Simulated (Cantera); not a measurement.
Source: NASA polynomial tables (part measured, part estimated), evaluated in Cantera. Values are per mole of reaction as written; species without (g) are pure solids or liquids, kept so even where they would boil at 1 bar.

CaO + 4 SO2(g) ⇌ 3 SO3(g) + CaS, with ΔH° = 161.9 kJ and ΔS° = -204.2 J/K at 300 K.

Task: How far is the shortcut ΔG° ≈ ΔH°(300 K) − T·ΔS°(300 K) from the full temperature-dependent value at 548, 648, 748, 848, 948 K?

Result: 
```json
[
 {"T (K)": "548", "shortcut (kJ)": "273.8", "full (kJ)": "273.8", "difference (kJ)": "0.0", "difference in log10 K": "0.00"},
 {"T (K)": "648", "shortcut (kJ)": "294.2", "full (kJ)": "294.0", "difference (kJ)": "0.2", "difference in log10 K": "-0.02"},
 {"T (K)": "748", "shortcut (kJ)": "314.7", "full (kJ)": "314.2", "difference (kJ)": "0.5", "difference in log10 K": "-0.03"},
 {"T (K)": "848", "shortcut (kJ)": "335.1", "full (kJ)": "334.2", "difference (kJ)": "0.9", "difference in log10 K": "-0.05"},
 {"T (K)": "948", "shortcut (kJ)": "355.5", "full (kJ)": "354.1", "difference (kJ)": "1.4", "difference in log10 K": "-0.08"}
]
```
The shortcut ignores the heat-capacity change of the reaction.
